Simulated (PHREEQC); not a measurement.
A solution holds 0.0016 mol/kgw LiOH and 0.00078 mol/kgw K2CO3, at 50 °C. Closed to the air; pH follows from the charge balance.

Equilibrium calculation in PHREEQC: ion-association model, phreeqc.dat.

Each row changes one thing in this solution. This is a speciation only: nothing precipitates in the calculation.

```
case                                                 pH  ionic strength (mol/kgw)
------------------------------------------------  -----  ------------------------
as made                                           10.49                   0.00372
K2CO3 left out                                        ?                   0.00160
LiOH from 0.0016 to 0.0008 mol/kgw                    ?                   0.00283
K2CO3 replaced by (NH4)2CO3 at the same molality      ?                   0.00199
0.00011 mol/kgw HF added                          10.47                   0.00371
```

Question: What belongs in the gaps?

Answer: 
- K2CO3 left out, pH: 10.45
- LiOH from 0.0016 to 0.0008 mol/kgw, pH: 10.28
- K2CO3 replaced by (NH4)2CO3 at the same molality, pH: 9.98

Species that the database lacks are ignored. At this temperature some constants are extrapolated from 25 °C, and those without enthalpy data are left unchanged.
